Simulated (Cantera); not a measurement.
**Equilibrium for abatement and gas-phase synthesis: SO2 + H2 + O2 + H2O**

Charge: 1 mol SO2, a varied amount of H2, 0.16 mol O2, 3.2 mol H2O, equilibrated at 523.15 K and 2.30e7 Pa.

Cantera equilibrium calculation (NASA polynomials, part measured and part estimated; ideal gas, pure solids and liquids). Candidate condensed phases: H2O, H2SO4, S; 19 gas species. Each liquid is taken as pure. The ideal-gas law is rough above about 30 bar. Equilibrium is a limit: real reactors are often held back by kinetics, nucleation or transport.

From 0.83 mol H2 to 2.9 mol H2 the condensed part is H2O(l) + S(l). From 3.6 mol H2 to 5.6 mol H2 the condensed part is H2O(l).

```csv
n(H2) (mol),x SO2,x H2S,x H2,x H2O,x S8,x H2SO4,x S2O,x S2,n H2O(l),n S(l)
0.83,0.855,2.19e-5,1.88e-9,0.145,4.67e-5,4.37e-6,2.15e-6,1.22e-7,3.90,0.255
1,0.855,2.19e-5,1.88e-9,0.145,4.67e-5,4.37e-6,2.15e-6,1.22e-7,4.09,0.340
1.3,0.855,2.19e-5,1.88e-9,0.145,4.67e-5,4.37e-6,2.15e-6,1.22e-7,4.41,0.490
1.6,0.855,2.19e-5,1.88e-9,0.145,4.67e-5,4.37e-6,2.15e-6,1.22e-7,4.74,0.640
1.9,0.855,2.19e-5,1.88e-9,0.145,4.67e-5,4.37e-6,2.15e-6,1.22e-7,5.06,0.790
2.4,5.63e-10,0.855,7.33e-5,0.145,4.67e-5,<1e-12,5.51e-11,1.22e-7,5.51,0.920
2.9,5.63e-10,0.855,7.33e-5,0.145,4.67e-5,<1e-12,5.51e-11,1.22e-7,5.42,0.420
3.6,<1e-12,0.668,0.187,0.145,<1e-12,<1e-12,<1e-12,<1e-12,5.30,0
4.5,<1e-12,0.392,0.463,0.145,<1e-12,<1e-12,<1e-12,<1e-12,5.15,0
5.6,<1e-12,0.261,0.594,0.145,<1e-12,<1e-12,<1e-12,<1e-12,4.96,0
```
x: gas mole fraction; n: condensed amount in mol.
